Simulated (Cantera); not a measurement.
Input: 1 mol B, 0.066 mol H2O, 25 mol H2, at 1223.15 K and 13.3 mbar.

These are equilibrium values from Cantera (NASA tables, ideal gas, pure condensed phases), not measurements of a reactor. Candidate condensed phases: B, B2O3, B3O3H3, H2O; 23 gas species. Equilibrium is a limit: real reactors are often held back by kinetics, nucleation or transport.

Base state: H2 0.999, HBO 0.000701, B3O3H3 0.000632 (mole fractions); condensed: B(s).

Problem. What changes in the equilibrium state with this change: H2O from 0.066 to 4.9 mol?

Solution. 
```
species         before    after
------------  --------  -------
H2               0.999    0.885
H2O            6.96e-7    0.112
HBO2           7.40e-6  0.00333
B3O3H3        0.000632    <1e-9
(HBO2)3          <1e-9  4.63e-5
B(s), mol        0.934        0
B2O3(l), mol         0    0.448
```
Gases not in the tables: H3BO3.
